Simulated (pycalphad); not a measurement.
## Effect of Si content in Al-Mn-Si

Source of the numbers: pycalphad with the COST 507 light-alloy database (1999); pressure 1 atm. The data set is of 1999 and partly superseded. Phase fractions are per mole of atoms.

```csv
alloy,liquidus (K),first solid,solidus (K),phases at 930 K
Al-4.611Mn-1.179Si (wt.%),999,ALMNSI_BETA,923,"LIQUID 0.92, ALMNSI_ALPHA 0.07, AL6MN 0.01"
Al-4.61Mn-1.564Si (wt.%),1002,ALMNSI_BETA,915,"LIQUID 0.92, ALMNSI_ALPHA 0.08"
Al-4.609Mn-2.346Si (wt.%),1005,ALMNSI_BETA,884,"LIQUID 0.91, ALMNSI_ALPHA 0.09"
Al-4.602Mn-6.246Si (wt.%),1004,ALMNSI_ALPHA,849,"LIQUID 0.90, ALMNSI_ALPHA 0.10"
```

Database names, with the compositions (at.%) that they take in these runs: ALMNSI_BETA: Al 71 Mn 23 Si 6; ALMNSI_ALPHA: Al 70-75 Mn 17 Si 8-13; AL6MN: Al 86 Mn 14.
